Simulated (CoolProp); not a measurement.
Sulfur hexafluoride along the isotherm -44.55 °C: density (kg/m³) from the reference equation and from simpler models built on Tc = 45.6 °C, pc = 3755 kPa, ω = 0.210; each cubic takes its own stable root.

Model: reference Helmholtz-energy equation of state, Guder 2009, in CoolProp.

| p (kPa) | phase | reference | van der Waals | Redlich-Kwong | Soave-Redlich-Kwong | Peng-Robinson |
|---|---|---|---|---|---|---|
| 59.4 | gas | 4.637 | 4.612 | 4.628 | 4.633 | 4.637 |
| 106 | gas | 8.384 | 8.299 | 8.353 | 8.369 | 8.382 |
| 188 | gas | 15.24 | 14.95 | 15.12 | 15.18 | 15.22 |
| 334 | liquid | 1820 | 27.33 | 27.96 | 1737 | 1968 |
| 594 | liquid | 1822 | 51.54 | 1683 | 1740 | 1971 |
| 1060 | liquid | 1824 | 1167 | 1689 | 1744 | 1975 |
| 1880 | liquid | 1829 | 1179 | 1698 | 1752 | 1983 |
| 3340 | liquid | 1837 | 1198 | 1715 | 1765 | 1996 |

At some of these states van der Waals, Redlich-Kwong gives the other phase, because its saturation line lies elsewhere.
